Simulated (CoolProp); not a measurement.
Values from CoolProp's reference Helmholtz-energy equation of state, Akasaka 2023.

Problem. For R1224YDZ, give the phase and the density (kg/m³), cv (kJ/(kg K)) at 473.1 K and 16.1 bar; 473.1 K and 83.4 bar.

Solution. 
- 473.1 K and 16.1 bar: gas; density 69.5, cv 0.978
- 473.1 K and 83.4 bar: supercritical; density 750, cv 1.04
